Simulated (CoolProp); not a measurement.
Vapour-liquid equilibrium of propane (1) + cyclopropane (2) at 319.6 K; x and y are mole fractions of (1).

Computed with CoolProp (multi-fluid Helmholtz-energy mixture model, Lemmon 2009 and Polt 1992; pair parameters Bell 2016). This equation is an older, rougher fit; its heat capacities, sound speeds and derivatives of the liquid may be far off and weren't checked against measurements.

```json
[
 {"x": "0.05", "bubble pressure (bar)": "(withheld)", "y at the bubble point": "0.068", "dew pressure at overall composition x (bar)": "12.65", "liquid density (mol/L)": "13.65"},
 {"x": "0.125", "bubble pressure (bar)": "13.19", "y at the bubble point": "0.163", "dew pressure at overall composition x (bar)": "13.01", "liquid density (mol/L)": "13.32"},
 {"x": "0.2", "bubble pressure (bar)": "13.61", "y at the bubble point": "0.251", "dew pressure at overall composition x (bar)": "13.37", "liquid density (mol/L)": "13.00"},
 {"x": "0.275", "bubble pressure (bar)": "14.00", "y at the bubble point": "0.331", "dew pressure at overall composition x (bar)": "13.73", "liquid density (mol/L)": "12.69"},
 {"x": "0.35", "bubble pressure (bar)": "14.35", "y at the bubble point": "0.407", "dew pressure at overall composition x (bar)": "14.09", "liquid density (mol/L)": "12.40"},
 {"x": "0.425", "bubble pressure (bar)": "(withheld)", "y at the bubble point": "0.479", "dew pressure at overall composition x (bar)": "14.43", "liquid density (mol/L)": "12.11"},
 {"x": "0.5", "bubble pressure (bar)": "14.95", "y at the bubble point": "0.548", "dew pressure at overall composition x (bar)": "14.76", "liquid density (mol/L)": "11.84"},
 {"x": "0.575", "bubble pressure (bar)": "15.20", "y at the bubble point": "0.614", "dew pressure at overall composition x (bar)": "15.06", "liquid density (mol/L)": "11.58"},
 {"x": "0.65", "bubble pressure (bar)": "15.41", "y at the bubble point": "0.680", "dew pressure at overall composition x (bar)": "15.32", "liquid density (mol/L)": "11.33"},
 {"x": "0.725", "bubble pressure (bar)": "15.59", "y at the bubble point": "0.745", "dew pressure at overall composition x (bar)": "15.54", "liquid density (mol/L)": "11.09"},
 {"x": "0.8", "bubble pressure (bar)": "15.72", "y at the bubble point": "0.811", "dew pressure at overall composition x (bar)": "15.70", "liquid density (mol/L)": "10.87"},
 {"x": "0.875", "bubble pressure (bar)": "15.81", "y at the bubble point": "0.879", "dew pressure at overall composition x (bar)": "15.81", "liquid density (mol/L)": "(withheld)"},
 {"x": "0.95", "bubble pressure (bar)": "15.85", "y at the bubble point": "0.950", "dew pressure at overall composition x (bar)": "15.85", "liquid density (mol/L)": "10.46"}
]
```

Question: Complete the blanks.

Answer: 
- 0.05, bubble pressure (bar): 12.73
- 0.425, bubble pressure (bar): 14.67
- 0.875, liquid density (mol/L): 10.66

No azeotrope shows between x = 0.05 and 0.95.

The pair parameters rest on a limited set of measurements; away from them the model extrapolates.
